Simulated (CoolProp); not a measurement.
2000 sccm (0 °C, 1 atm) of nitrogen bubbles through liquid o-xylene at 313.1 K and leaves saturated at a total pressure of 0.0349 MPa (ideal gas phase). Each further row changes one setting.

The numbers come from the reference Helmholtz-energy equation of state, Zhou 2012 in CoolProp.

```tsv
case	vapour pressure (kPa)	mole fraction of vapour	delivery (mg/min)	delivery (sccm)	change of delivery for a bath 1 K warmer (%)
as stated	2.06	0.0589	593	125	5.7
bath temperature 318.1 K	2.66	0.0762	781	165	5.6
total pressure 0.0698 MPa	2.06	0.0294	287	60.7	5.5
```
